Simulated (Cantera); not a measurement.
A perfectly stirred reactor is fed with CH4 : H2 = 1 : 27 (molar parts), at 170 Pa; it is held at 1400 K, and followed from long to short residence time.

Detailed kinetics in Cantera: GRI-Mech 3.0 (53 species, 325 reactions). GRI-Mech 3.0 stops at C3 and has no aromatics, soot or wall deposition, so with more carbon than oxygen in the feed, carbon stays in small species such as C2H2 where larger ones or solid carbon would form. Radical loss at walls, strong at low pressure, is not modelled.

### Question
What does this change do: temperature 1400 to 1973 K?

### Answer
| quantity | before | after |
|---|---|---|
| x(CH4) at τ = 3.20 s | 0.0357 | 0.00412 |
| x(H2) at τ = 3.20 s | 0.964 | 0.972 |
| x(H) at τ = 3.20 s | 1.64e-5 | 0.00850 |
| x(C2H2) at τ = 3.20 s | 6.82e-7 | 0.0148 |
| x(CH3) at τ = 3.20 s | 1.21e-5 | 0.000711 |
| x(CH4) at τ = 51.0 ms | 0.0357 | 0.0323 |
| x(H2) at τ = 51.0 ms | 0.964 | 0.963 |
| x(H) at τ = 51.0 ms | 2.65e-7 | 0.00231 |
| x(C2H2) at τ = 51.0 ms | <1e-12 | 0.000795 |
| x(CH3) at τ = 51.0 ms | 1.97e-7 | 0.00152 |
